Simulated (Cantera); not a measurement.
A closed system holds: 1 mol SiH4, 0.015 mol C3H8, 16 mol H2, 0.14 mol HCl, equilibrated at 2.30 mbar.

These are equilibrium values from Cantera (NASA tables, ideal gas, pure condensed phases), not measurements of a reactor. Candidate condensed phases: C, C6H6, C7H8, C8H18, Si, SiC; 109 gas species. Mutual solubility and eutectic melting of coexisting phases are not modelled. Gases not in the tables: Si2H6 and higher silanes. The numbers say what is thermodynamically allowed, not how fast it happens.

**Question.** What share of the Si ends up in condensed phases as a function of T (K), at 1150, 1250, 1350, 1450, 1550, 1650, 1750, 1850, 1950, 2050, 2150, 2250, 2350?

**Answer.** 
```json
[
 {"T (K)": "1150", "Si condensed (%)": "99.8", "as": "Si(s) + SiC(s)"},
 {"T (K)": "1250", "Si condensed (%)": "99.7", "as": "Si(s) + SiC(s)"},
 {"T (K)": "1350", "Si condensed (%)": "99.7", "as": "Si(s) + SiC(s)"},
 {"T (K)": "1450", "Si condensed (%)": "99.7", "as": "Si(s) + SiC(s)"},
 {"T (K)": "1550", "Si condensed (%)": "99.6", "as": "Si(s) + SiC(s)"},
 {"T (K)": "1650", "Si condensed (%)": "99.4", "as": "Si(s) + SiC(s)"},
 {"T (K)": "1750", "Si condensed (%)": "98.3", "as": "Si(l) + SiC(s)"},
 {"T (K)": "1850", "Si condensed (%)": "93.9", "as": "Si(l) + SiC(s)"},
 {"T (K)": "1950", "Si condensed (%)": "78.1", "as": "Si(l) + SiC(s)"},
 {"T (K)": "2050", "Si condensed (%)": "25.9", "as": "Si(l) + SiC(s)"},
 {"T (K)": "2150", "Si condensed (%)": "0.0", "as": "-"},
 {"T (K)": "2250", "Si condensed (%)": "0.0", "as": "-"},
 {"T (K)": "2350", "Si condensed (%)": "0.0", "as": "-"}
]
```
